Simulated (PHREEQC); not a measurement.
Solution (86 °C): 120 mmol/kgw NiSO4, 6.7 mmol/kgw CaCl2 and 0.14 mmol/kgw NaHCO3. Closed to the air; pH follows from the charge balance.

The numbers come from PHREEQC with the ion-association model, wateq4f.dat.

Each row changes one thing in this solution. Precipitation was switched off in this run.

```json
[
 {"case": "as made", "pH": "5.63", "ionic strength (mol/kgw)": "0.252", "Ni+2 (mol/kgw)": "0.0610", "NiSO4 (mol/kgw)": "0.0583", "SO4-2 (mol/kgw)": "0.0580", "Cl- (mol/kgw)": "0.0129", "SI of Morenosite (NiSO4:7H2O)": "-1.70"},
 {"case": "0.079 mol/kgw TMAH added", "pH": "9.36", "ionic strength (mol/kgw)": "0.309", "Ni+2 (mol/kgw)": "___", "NiSO4 (mol/kgw)": "0.0251", "SO4-2 (mol/kgw)": "0.0908", "Cl- (mol/kgw)": "0.0132", "SI of Morenosite (NiSO4:7H2O)": "-2.07"},
 {"case": "CaCl2 replaced by ZnCl2 at the same molality", "pH": "5.57", "ionic strength (mol/kgw)": "0.251", "Ni+2 (mol/kgw)": "0.0614", "NiSO4 (mol/kgw)": "0.0579", "SO4-2 (mol/kgw)": "0.0571", "Cl- (mol/kgw)": "0.0127", "SI of Morenosite (NiSO4:7H2O)": "-1.71"},
 {"case": "temperature from 86 to 5 °C", "pH": "5.96", "ionic strength (mol/kgw)": "0.275", "Ni+2 (mol/kgw)": "0.0664", "NiSO4 (mol/kgw)": "0.0527", "SO4-2 (mol/kgw)": "0.0639", "Cl- (mol/kgw)": "0.0128", "SI of Morenosite (NiSO4:7H2O)": "-0.96"},
 {"case": "NaHCO3 left out", "pH": "5.50", "ionic strength (mol/kgw)": "0.252", "Ni+2 (mol/kgw)": "0.0611", "NiSO4 (mol/kgw)": "0.0583", "SO4-2 (mol/kgw)": "0.0580", "Cl- (mol/kgw)": "0.0129", "SI of Morenosite (NiSO4:7H2O)": "-1.70"},
 {"case": "NiSO4 from 0.12 to 0.24 mol/kgw", "pH": "5.53", "ionic strength (mol/kgw)": "0.433", "Ni+2 (mol/kgw)": "0.107", "NiSO4 (mol/kgw)": "0.132", "SO4-2 (mol/kgw)": "0.103", "Cl- (mol/kgw)": "0.0126", "SI of Morenosite (NiSO4:7H2O)": "-1.34"},
 {"case": "0.051 mol/kgw MnSO4 added", "pH": "5.64", "ionic strength (mol/kgw)": "0.316", "Ni+2 (mol/kgw)": "0.0580", "NiSO4 (mol/kgw)": "0.0613", "SO4-2 (mol/kgw)": "0.0741", "Cl- (mol/kgw)": "0.0127", "SI of Morenosite (NiSO4:7H2O)": "-1.68"},
 {"case": "diluted 100-fold with water", "pH": "5.84", "ionic strength (mol/kgw)": "0.00429", "Ni+2 (mol/kgw)": "___", "NiSO4 (mol/kgw)": "0.000168", "SO4-2 (mol/kgw)": "0.00102", "Cl- (mol/kgw)": "0.000134", "SI of Morenosite (NiSO4:7H2O)": "-4.26"}
]
```

Some entries are withheld; supply them.


- 0.079 mol/kgw TMAH added, Ni+2 (mol/kgw): 0.0192
- diluted 100-fold with water, Ni+2 (mol/kgw): 0.00103

(CH3)4N+ isn't in the database: it is added as a free cation with an ion size of 4 Å. In wateq4f.dat the enthalpy of Ni(OH)2 has the wrong sign, so its saturation index can't be trusted away from 25 °C. Away from 25 °C the constants follow the database's enthalpies or fits; those with neither stay at their 25 °C values.
